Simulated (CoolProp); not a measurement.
Vapour-liquid equilibrium of carbon dioxide (1) + R143a (2) at 259.1 K; x and y are mole fractions of (1).

Values from CoolProp's multi-fluid Helmholtz-energy mixture model, Span 1996 and Lemmon and Jacobsen 2000; pair parameters Bell 2016.

```
x     bubble pressure, mixture model (bar)  bubble pressure, Raoult's law (bar)  y, mixture model  y, Raoult's law
----  ------------------------------------  -----------------------------------  ----------------  ---------------
0.05                                     ?                                4.884             0.189            0.241
0.2                                  7.521                                7.833             0.551            0.602
0.35                                     ?                                10.78                 ?            0.765
0.5                                  13.88                                13.73             0.825            0.858
0.65                                 16.81                                16.68                 ?            0.918
0.8                                  19.62                                19.63             0.935            0.960
0.95                                 22.52                                22.58                 ?            0.991
```

**Question.** Some entries are withheld; supply them.

**Answer.** 
- 0.05, bubble pressure, mixture model (bar): 4.678
- 0.35, bubble pressure, mixture model (bar): 10.73
- 0.35, y, mixture model: 0.728
- 0.65, y, mixture model: 0.887
- 0.95, y, mixture model: 0.983

The largest gap from Raoult's law is -4.2 % in bubble pressure, at x = 0.05. No azeotrope shows between x = 0.05 and 0.95.

Pair parameters are fitted to limited data, so mixtures are less certain than the pure fluids. The gap from Raoult's law changes sign with composition, which may be real or a fault of the pair parameters; it wasn't checked against measurements.
